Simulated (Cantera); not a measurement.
A closed system holds: 1 mol SiC, 0.0023 mol H₂O, 140 mol H₂, 0.41 mol CO₂, equilibrated at 3.80 Pa.

Equilibrium computed with Cantera from the NASA thermochemical tables; the gas is ideal and each condensed phase is pure. Candidate condensed phases: C, C₆H₆, C₇H₈, C₈H₁₈, H₂O, Si, SiC, SiO₂; 123 gas species. Rates play no part. All values below are at 1798 K.

Base state: H₂ 0.936, H 0.0553, CO 0.00560, Si 0.00283, C₂H₂ (acetylene) 7.59e-5, SiO 6.58e-5, Si₂C 2.97e-5, SiH 1.93e-5 (mole fractions); condensed: SiC(s).

Problem. What changes in the equilibrium state with this change: H₂ from 140 to 18 mol?

Solution. 
| species | before | after |
|---|---|---|
| H₂ | 0.936 | 0.894 |
| H | 0.0553 | 0.0540 |
| CO | 0.00560 | 0.0366 |
| Si | 0.00283 | 0.0100 |
| SiO | 6.58e-5 | 0.00544 |
| C₂H₂ (acetylene) | 7.59e-5 | 5.74e-6 |
| SiC₂ | 1.91e-5 | 5.39e-6 |
| SiC(s), mol | 0.565 | 0.691 |
